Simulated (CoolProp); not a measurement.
Vapour-liquid equilibrium of R113 (1) + acetone (2) at 4.45 °C; x and y are mole fractions of (1).

Values from CoolProp's multi-fluid Helmholtz-energy mixture model, Marx 1992 and Lemmon 2006; pair parameters Bell 2016.

Q: Give the bubble pressure and the first vapour's composition at x = 0.05, 0.35, 0.8. Is there an azeotrope?

A: x = 0.05: 0.01375 MPa, y = 0.186; x = 0.35: 0.01956 MPa, y = 0.552; x = 0.8: 0.02075 MPa, y = 0.757. y crosses x between x = 0.65 and 0.8: the model has an azeotrope there.

Pair parameters are fitted to limited data, so mixtures are less certain than the pure fluids.
